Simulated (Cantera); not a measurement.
Mixture: CH4 : H2 : O2 : N2 : H2O = 1 : 0.84 : 1.61 : 6.07 : 2.3 (molar parts), equivalence ratio 1.5, at 0.760 bar, adiabatic and at constant pressure. Ignition delay is the time to a rise of 400 K.

Model: GRI-Mech 3.0 (53 species, 325 reactions), integrated in Cantera.

**Question.** What does this change do: 0.13 parts C2H6 added?

**Answer.** 
```json
[
 {"quantity": "delay at 1100 K", "before": "7.30 ms", "after": "7.52 ms"},
 {"quantity": "delay at 1175 K", "before": "3.68 ms", "after": "2.74 ms"},
 {"quantity": "delay at 1250 K", "before": "1.99 ms", "after": "1.34 ms"},
 {"quantity": "delay at 1325 K", "before": "1.11 ms", "after": "0.733 ms"},
 {"quantity": "delay at 1400 K", "before": "0.640 ms", "after": "0.418 ms"},
 {"quantity": "delay at 1475 K", "before": "0.384 ms", "after": "0.245 ms"},
 {"quantity": "apparent activation energy between 1325 and 1475 K", "before": "110 kJ/mol", "after": "120 kJ/mol"}
]
```

**Question.** What does this change do: pressure from 0.760 bar to 2.90 bar?

**Answer.** 
```csv
quantity,before,after
delay at 1100 K,7.30 ms,3.48 ms
delay at 1175 K,3.68 ms,1.28 ms
delay at 1250 K,1.99 ms,0.645 ms
delay at 1325 K,1.11 ms,0.370 ms
delay at 1400 K,0.640 ms,0.222 ms
delay at 1475 K,0.384 ms,0.136 ms
apparent activation energy between 1325 and 1475 K,110 kJ/mol,110 kJ/mol
```
